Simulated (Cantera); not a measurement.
# Premixed flame

A freely propagating, adiabatic, planar premixed flame of H2 : O2 : N2 = 1 : 0.417 : 1.57 (molar parts), unburnt at 698 K and 75.0 Torr; mixture-averaged transport, grid criteria slope 0.08 and curve 0.16, no radiation.

Cantera simulation using the H2/O2 subset of GRI-Mech 3.0, which has no nitrogen chemistry; the numbers are that mechanism's predictions, not measurements. Burning velocities carry a grid error of a few per cent, more on coarse grids.

| z (mm) | T (K) | u (m/s) | x H2 | x O2 | x HO2 | x O | x H | x OH |
|---|---|---|---|---|---|---|---|---|
| -31.2 | 698 | 8.39 | 0.335 | 0.140 | <1e-8 | <1e-8 | <1e-8 | <1e-8 |
| -20.8 | 698 | 8.39 | 0.335 | 0.140 | <1e-8 | <1e-8 | <1e-8 | <1e-8 |
| -15.6 | 698 | 8.39 | 0.335 | 0.140 | <1e-8 | <1e-8 | <1e-8 | <1e-8 |
| -10.4 | 698 | 8.39 | 0.335 | 0.140 | 2.46e-7 | <1e-8 | 3.76e-7 | <1e-8 |
| -5.20 | 702 | 8.43 | 0.334 | 0.139 | 2.49e-5 | 1.09e-5 | 0.000433 | 1.04e-5 |
| -2.60 | 772 | 9.23 | 0.317 | 0.136 | 2.08e-5 | 0.000353 | 0.00986 | 0.000189 |
| 0 | 1113 | 13.0 | 0.161 | 0.0822 | 9.90e-6 | 0.00846 | 0.0887 | 0.00337 |
| 2.60 | 1372 | 15.8 | 0.0660 | 0.0278 | 3.09e-6 | 0.0145 | 0.120 | 0.00787 |
| 5.20 | 1481 | 16.9 | 0.0658 | 0.0235 | 2.28e-6 | 0.0148 | 0.110 | 0.0100 |
| 10.4 | 1615 | 18.3 | 0.0702 | 0.0211 | 1.74e-6 | 0.0142 | 0.0953 | 0.0127 |
| 20.8 | 1770 | 19.8 | 0.0739 | 0.0183 | 1.28e-6 | 0.0128 | 0.0787 | 0.0154 |
| 41.6 | 1936 | 21.4 | 0.0760 | 0.0151 | 9.34e-7 | 0.0107 | 0.0620 | 0.0177 |
| 83.1 | 2104 | 22.9 | 0.0762 | 0.0119 | 7.13e-7 | 0.00821 | 0.0466 | 0.0189 |
x: mole fraction of selected species; z is measured from the peak of heat release.

```
Property                    Result
------------------------  --------
laminar burning velocity  839 cm/s
thermal thickness          10.4 mm
peak x(HO2)                2.52e-5
peak x(O)                   0.0148
peak x(H)                    0.121
peak x(OH)                  0.0189
```
